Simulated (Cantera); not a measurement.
# PbO + N2 + H2 (iron carbonyl, mercury and lead vapours)

A closed system holds: 1 mol PbO, 0.14 mol N2, 0.92 mol H2, at 0.490 bar.

Method: chemical equilibrium by Gibbs-energy minimisation in Cantera with the NASA 1993 tables (ideal gas, pure condensed phases). Candidate condensed phases: H2O, Pb, PbO, PbO2, Pb3O4; 27 gas species. The numbers say what is thermodynamically allowed, not how fast it happens.

```json
[
 {"T (°C)": "375", "x H2O": "0.868", "x N2": "0.132", "x H2": "2.26e-5", "x Pb": "1.72e-10", "x PbO": "<1e-12", "n Pb(l)": "0.920", "n PbO(red)": "0.0800", "n PbO(yellow)": "0"},
 {"T (°C)": "400", "x H2O": "0.868", "x N2": "0.132", "x H2": "2.67e-5", "x Pb": "6.25e-10", "x PbO": "<1e-12", "n Pb(l)": "0.920", "n PbO(red)": "0.0800", "n PbO(yellow)": "0"},
 {"T (°C)": "425", "x H2O": "0.868", "x N2": "0.132", "x H2": "3.12e-5", "x Pb": "2.07e-9", "x PbO": "<1e-12", "n Pb(l)": "0.920", "n PbO(red)": "0.0800", "n PbO(yellow)": "0"},
 {"T (°C)": "450", "x H2O": "0.868", "x N2": "0.132", "x H2": "3.62e-5", "x Pb": "6.32e-9", "x PbO": "1.58e-12", "n Pb(l)": "0.920", "n PbO(red)": "0.0800", "n PbO(yellow)": "0"},
 {"T (°C)": "475", "x H2O": "0.868", "x N2": "0.132", "x H2": "4.17e-5", "x Pb": "1.79e-8", "x PbO": "7.58e-12", "n Pb(l)": "0.920", "n PbO(red)": "0.0800", "n PbO(yellow)": "0"},
 {"T (°C)": "500", "x H2O": "0.868", "x N2": "0.132", "x H2": "4.77e-5", "x Pb": "4.71e-8", "x PbO": "3.27e-11", "n Pb(l)": "0.920", "n PbO(red)": "0", "n PbO(yellow)": "0.0801"},
 {"T (°C)": "525", "x H2O": "0.868", "x N2": "0.132", "x H2": "5.42e-5", "x Pb": "1.17e-7", "x PbO": "1.29e-10", "n Pb(l)": "0.920", "n PbO(red)": "0", "n PbO(yellow)": "0.0801"},
 {"T (°C)": "550", "x H2O": "0.868", "x N2": "0.132", "x H2": "6.13e-5", "x Pb": "2.74e-7", "x PbO": "4.64e-10", "n Pb(l)": "0.920", "n PbO(red)": "0", "n PbO(yellow)": "0.0801"},
 {"T (°C)": "575", "x H2O": "0.868", "x N2": "0.132", "x H2": "6.89e-5", "x Pb": "6.11e-7", "x PbO": "1.55e-9", "n Pb(l)": "0.920", "n PbO(red)": "0", "n PbO(yellow)": "0.0801"},
 {"T (°C)": "600", "x H2O": "0.868", "x N2": "0.132", "x H2": "7.71e-5", "x Pb": "1.30e-6", "x PbO": "4.81e-9", "n Pb(l)": "0.920", "n PbO(red)": "0", "n PbO(yellow)": "0.0801"}
]
```
x: gas mole fraction; n: condensed amount in mol.

From 375 °C to 475 °C the condensed part is Pb(l) + PbO(red). From 500 °C to 600 °C the condensed part is Pb(l) + PbO(yellow).
